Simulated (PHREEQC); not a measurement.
## Alkaline etch or developer: speciation

A solution holds 10 mmol/kgw NaOH, 0.85 mmol/kgw NaAlO2 and 28 mmol/kgw (CH3)4NCl, at 54 °C. Closed to the air; pH follows from the charge balance.

All values are PHREEQC results (ion-association model, phreeqc.dat), not measurements.

No solid was allowed to form.

**Question.** Predict the pH, ionic strength.

**Answer.** pH 11.07; ionic strength 0.0389 mol/kgw.

Species that the database lacks are ignored. (CH3)4N+ isn't in the database: it is added as a free cation with an ion size of 4 Å. Constants without temperature data keep their 25 °C values here.
